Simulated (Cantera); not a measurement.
Feed: 1 mol Si3N4, 1.8 mol HF, 0.52 mol Cl2, at 1250 K and 8.80 mbar.

Method: chemical equilibrium by Gibbs-energy minimisation in Cantera with the NASA 1993 tables (ideal gas, pure condensed phases). Candidate condensed phases: NH4Cl, Si, Si3N4; 49 gas species. The tables' values for SiCl3, SiF3, SiF2 are old estimates; treat these amounts as uncertain. Rates play no part.

Base state: HCl 0.356, H2 0.237, SiF4 0.205, N2 0.162, SiCl4 0.0273, SiCl3 0.00319, SiCl2 0.00267, SiF3 0.00258 (mole fractions); condensed: Si3N4(s).

Q: What changes in the equilibrium state with this change: temperature from 1250 K to 1125 K?

A: 
```
species         before     after
-------------  -------  --------
HCl              0.356     0.348
H2               0.237     0.244
SiF4             0.205     0.209
SiCl4           0.0273    0.0332
N2               0.162     0.163
SiF2           3.12e-5   8.52e-7
SiCl2          0.00267  0.000148
Si3N4(s), mol    0.825     0.825
```
The tables' values for SiCl3, SiF3 are old estimates; treat these amounts as uncertain.
